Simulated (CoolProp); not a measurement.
The fluoroketone C6F12O (FK-5-1-12) along the isobar 4.31 bar: Z from the reference equation and from simpler models built on Tc = 168.7 °C, pc = 18.69 bar, ω = 0.471; each cubic takes its own stable root.

Model: reference Helmholtz-energy equation of state, McLinden 2015, in CoolProp.

```tsv
T (°C)	phase	reference
-93.95	liquid	0.04733
-70.65	liquid	0.04329
-47.35	liquid	0.04016
-24.05	liquid	0.03772
-0.75	liquid	0.03582
22.55	liquid	0.03438
45.85	liquid	0.03336
69.15	liquid	0.03276
92.45	liquid	0.03268
115.75	gas	0.8546
139.05	gas	0.8871
162.35	gas	0.9102
185.65	gas	0.9273
```

Question: How far does each simpler model (van der Waals, Redlich-Kwong, Soave-Redlich-Kwong) lie from the reference over these 13 states: mean and median of the absolute difference, and the worst?

Answer: 
- van der Waals: mean 609.1 %, median 71.2 %, worst +2591.9 % at 92.45 °C and 4.31 bar
- Redlich-Kwong: mean 202.7 %, median 16.3 %, worst +2494.2 % at 92.45 °C and 4.31 bar
- Soave-Redlich-Kwong: mean 7.6 %, median 9.6 %, worst +13.6 % at -93.95 °C and 4.31 bar

At some of these states van der Waals, Redlich-Kwong gives the other phase, because its saturation line lies elsewhere.
